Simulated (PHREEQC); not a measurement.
A PHREEQC input (ion-association model, phreeqc.dat):

```
SOLUTION 1
  temp 298.15
  units mg/L
  pH 6.48
  pe -1.1
  Na 6.08
  K 0.713
  Ca 10.7
  Mg 1.98
  Cl 22.2
  S(6) 11.4 as SO4
  Alkalinity 7.37 as HCO3
  Zn 0.236
END
USE solution 1
EQUILIBRIUM_PHASES 1
  CO2(g) -3.4 10
END
```

The run finishes without an error or a warning.

Its last state differs from that of the intended input:

```json
[
 {"quantity": "pH", "as run": "6.24", "intended": "7.28"},
 {"quantity": "ionic strength (mol/kgw)", "as run": "0.00116", "intended": "0.00143"},
 {"quantity": "HCO3- (mol/kgw)", "as run": "6.39e-8", "intended": "0.000120"},
 {"quantity": "SO4-2 (mol/kgw)", "as run": "9.74e-5", "intended": "0.000113"},
 {"quantity": "CO2 (mol/kgw)", "as run": "4.84e-6", "intended": "1.35e-5"},
 {"quantity": "CaSO4 (mol/kgw)", "as run": "2.14e-6", "intended": "3.79e-6"}
]
```

Question: One thing in the input isn't as intended. What explains the difference?

Answer: This is not unique; one that fits is The fault: the temperature typed in kelvin. The line should read `temp 25` where the input has `temp 298.15`.
